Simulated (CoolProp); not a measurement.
Vapour pressure (MPa) of sulfur hexafluoride: the reference equation beside estimates from Tc = 318.7 K, pc = 3.755 MPa, ω = 0.210. Clausius-Clapeyron is anchored at 246.9 K with a constant enthalpy of vaporisation of 14.58 kJ/mol.

The numbers come from the reference Helmholtz-energy equation of state, Guder 2009 in CoolProp.

| T (K) | reference | Lee-Kesler | Clausius-Clapeyron | van der Waals | Redlich-Kwong | Peng-Robinson |
|---|---|---|---|---|---|---|
| 244.1 | 0.5090 | 0.5181 | 0.5166 | 1.173 | 0.6716 | 0.5139 |
| 246.9 | 0.5605 | 0.5702 | 0.5605 | 1.238 | ? | 0.5656 |
| 249.7 | 0.6158 | 0.6261 | 0.6070 | 1.306 | 0.7943 | 0.6212 |
| 252.5 | 0.6751 | 0.6858 | 0.6561 | 1.376 | 0.8612 | 0.6808 |
| 255.4 | 0.7408 | 0.7520 | 0.7100 | 1.451 | 0.9344 | 0.7469 |
| 258.2 | 0.8087 | 0.8203 | 0.7649 | 1.525 | 1.009 | 0.8152 |
| 261 | 0.8810 | 0.8929 | 0.8227 | 1.602 | 1.088 | 0.8880 |
| 263.8 | 0.9581 | 0.9702 | 0.8835 | 1.682 | 1.170 | 0.9656 |
| 266.6 | 1.040 | 1.052 | 0.9474 | ? | 1.257 | 1.048 |
| 269.4 | 1.127 | 1.139 | ? | 1.848 | 1.349 | 1.136 |

**Question.** Some entries are withheld; supply them.

**Answer.** 
- 246.9, Redlich-Kwong: 0.7312
- 266.6, van der Waals: 1.763
- 269.4, Clausius-Clapeyron: 1.014

Absolute difference from the reference over all 10 rows, mean and median: Lee-Kesler 1.5 and 1.5 %, Clausius-Clapeyron 4.9 and 4.8 %, van der Waals 94.3 and 92.2 %, Redlich-Kwong 25.6 and 25.5 %, Peng-Robinson 0.8 and 0.8 %.
